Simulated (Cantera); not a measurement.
An isothermal, constant-pressure homogeneous reactor starts with 1.08 % C2H6, 98.9 % H2, at 1400 K and 0.0133 bar.

Computed with Cantera and GRI-Mech 3.0 (53 species, 325 reactions). GRI-Mech 3.0 stops at C3 and has no aromatics, soot or wall deposition, so with more carbon than oxygen in the feed, carbon stays in small species such as C2H2 where larger ones or solid carbon would form. Radical loss at walls, strong at low pressure, is not modelled.

x: mole fraction; the columns are a selection and need not sum to one.

| t (s) | x C2H6 | x H2 | x C2H2 | x H | x C2H4 |
|---|---|---|---|---|---|
| 0.000600 | 0.0104 | 0.989 | 9.30e-8 | 0.000103 | 0.000155 |
| 0.00151 | ___ | 0.988 | ___ | ___ | ___ |
| 0.00382 | 0.00444 | 0.986 | 0.000115 | 0.000534 | 0.00347 |
| 0.00964 | 0.000239 | 0.984 | 0.000964 | 0.000639 | 0.00456 |
| 0.0243 | 2.53e-6 | 0.984 | 0.00235 | 0.000384 | 0.00327 |
| 0.0614 | 9.83e-7 | 0.984 | 0.00363 | 0.000218 | 0.00199 |
| 0.155 | 5.37e-7 | 0.984 | 0.00463 | 0.000128 | 0.000985 |
| 0.391 | 2.69e-7 | 0.984 | 0.00526 | 8.05e-5 | 0.000357 |
| 0.986 | 1.42e-7 | 0.984 | 0.00552 | 5.45e-5 | 0.000106 |
| 2.49 | 9.70e-8 | 0.984 | 0.00557 | 4.18e-5 | 6.33e-5 |
| 6.28 | 8.83e-8 | 0.984 | 0.00558 | 3.89e-5 | 6.21e-5 |
| 15.9 | 8.72e-8 | 0.984 | 0.00561 | 3.89e-5 | 6.24e-5 |
| 40.0 | 8.50e-8 | 0.984 | 0.00569 | 3.90e-5 | 6.32e-5 |

Question: Complete the blanks.

Answer: 
- 0.00151, x C2H6: 0.00914
- 0.00151, x C2H2: 4.57e-6
- 0.00151, x H: 0.000250
- 0.00151, x C2H4: 0.000983
